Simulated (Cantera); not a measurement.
Roasting and sulfation: FeS + SO2 + H2O

A closed system holds: 1 mol FeS, 1.3 mol SO2, 4.1 mol H2O, held at 10.0 mbar.

Equilibrium computed with Cantera from the NASA thermochemical tables; the gas is ideal and each condensed phase is pure. Candidate condensed phases: Fe, FeO, Fe(OH)2, Fe(OH)3, FeS, FeSO4, FeS2, Fe2O3, Fe2(SO4)3, Fe3O4, H2O, H2SO4, S; 22 gas species. Metal and sulfide melt together well below either melting point, which pure phases cannot show. Mutual solubility and eutectic melting of coexisting phases are not modelled. The tables' stoichiometric FeO is somewhat more stable than real wüstite, so its field is too wide. FeO, FeS: taken at fixed stoichiometry. Gases not in the tables: S3 to S7. Equilibrium is a limit: real reactors are often held back by kinetics, nucleation or transport.

From 675 °C to 900 °C the condensed part is FeS(s) + Fe3O4(s). From 975 °C to 1050 °C the condensed part is FeO(s) + FeS(s). From 1125 °C to 1350 °C the condensed part is FeO(s).

| T (°C) | x H2O | x SO2 | x H2 | x S2 | x H2S | x SO | x SH | n FeS(s) | n Fe3O4(s) | n FeO(s) |
|---|---|---|---|---|---|---|---|---|---|---|
| 675 | 0.744 | 0.228 | 0.00331 | 0.0145 | 0.00980 | 1.55e-5 | 3.48e-6 | 0.850 | 0.0499 | 0 |
| 750 | 0.738 | 0.223 | 0.00674 | 0.0207 | 0.0103 | 5.19e-5 | 1.18e-5 | 0.802 | 0.0661 | 0 |
| 825 | 0.730 | 0.218 | 0.0125 | 0.0279 | 0.0108 | 0.000147 | 3.41e-5 | 0.741 | 0.0862 | 0 |
| 900 | 0.717 | 0.213 | 0.0213 | 0.0362 | 0.0111 | 0.000363 | 8.53e-5 | 0.669 | 0.110 | 0 |
| 975 | 0.690 | 0.209 | 0.0347 | 0.0528 | 0.0125 | 0.000834 | 0.000208 | 0.467 | 0 | 0.533 |
| 1050 | 0.653 | 0.191 | 0.0556 | 0.0815 | 0.0152 | 0.00173 | 0.000491 | 0.182 | 0 | 0.818 |
| 1125 | 0.619 | 0.184 | 0.0786 | 0.0972 | 0.0151 | 0.00320 | 0.000917 | 0 | 0 | 1.000 |
| 1200 | 0.596 | 0.191 | 0.0993 | 0.0923 | 0.0125 | 0.00548 | 0.00139 | 0 | 0 | 1.000 |
| 1275 | 0.571 | 0.199 | 0.121 | 0.0864 | 0.0103 | 0.00887 | 0.00199 | 0 | 0 | 1.000 |
| 1350 | 0.545 | 0.205 | 0.143 | 0.0795 | 0.00844 | 0.0137 | 0.00271 | 0 | 0 | 1.000 |
x: gas mole fraction; n: condensed amount in mol.
